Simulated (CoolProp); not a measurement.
Dry air along the isobar 21.1 MPa: Z from the reference equation and from simpler models built on Tc = -140.6 °C, pc = 3.786 MPa, ω = 0.034; each cubic takes its own stable root.

Model: reference Helmholtz-energy equation of state, Lemmon 2000, in CoolProp. It is a pseudo-pure fit of the blend.

```
T (°C)           phase  reference
-------  -------------  ---------
-164.35         liquid     0.8391
-153.95         liquid     0.8076
-143.55         liquid     0.7874
-133.15  supercritical     0.7773
-122.75  supercritical     0.7767
-112.35  supercritical     0.7850
-101.95  supercritical     0.8010
-91.55   supercritical     0.8230
-81.15   supercritical     0.8489
-70.75   supercritical     0.8760
```

How far does each simpler model (van der Waals, Redlich-Kwong, Soave-Redlich-Kwong, Peng-Robinson) lie from the reference over these 10 states: mean and median of the absolute difference, and the worst?


- van der Waals: mean 18.5 %, median 19.2 %, worst +32.2 % at -164.35 °C and 21.1 MPa
- Redlich-Kwong: mean 0.9 %, median 0.4 %, worst -2.9 % at -164.35 °C and 21.1 MPa
- Soave-Redlich-Kwong: mean 1.8 %, median 2.0 %, worst -2.9 % at -164.35 °C and 21.1 MPa
- Peng-Robinson: mean 8.8 %, median 8.7 %, worst -13.3 % at -164.35 °C and 21.1 MPa
